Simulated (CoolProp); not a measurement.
Saturation properties of oxygen.

Values from CoolProp's reference Helmholtz-energy equation of state, Schmidt 1985.

| T (K) | p (MPa) | vapour density (kg/m³) | enthalpy of vaporisation (kJ/kg) | liquid cp (kJ/(kg K)) | vapour viscosity (µPa s) | liquid conductivity (mW/(m K)) |
|---|---|---|---|---|---|---|
| 110.6 | 0.5662 | 22.13 | 188.8 | 1.812 | 8.60 | 121 |
| 114.1 | 0.7136 | 27.64 | 183.6 | 1.848 | 8.90 | 116 |
| 117.6 | 0.8870 | 34.16 | 177.9 | 1.892 | 9.21 | 111 |
| 121 | 1.083 | 41.63 | ___ | 1.944 | ___ | 106 |
| 124.5 | 1.315 | 50.69 | 165.1 | 2.010 | 9.86 | 101 |
| 128 | 1.581 | 61.39 | ___ | 2.094 | 10.2 | 95.5 |
| 131.5 | 1.883 | 74.08 | 149.5 | ___ | 10.6 | 90.5 |
| 135 | 2.225 | 89.25 | 140.4 | 2.354 | 11.1 | 85.4 |
| 138.4 | 2.598 | ___ | 130.4 | 2.561 | 11.6 | 80.5 |

Problem. Fill in the missing entries.

Solution. 
- 121, enthalpy of vaporisation (kJ/kg): 171.8
- 121, vapour viscosity (µPa s): 9.52
- 128, enthalpy of vaporisation (kJ/kg): 157.7
- 131.5, liquid cp (kJ/(kg K)): 2.204
- 138.4, vapour density (kg/m³): 107.1

It boils at 90.2 K under 1 atm.

Viscosity comes from a separate model (Lemmon 2004). Thermal conductivity comes from a separate model (Lemmon 2004).
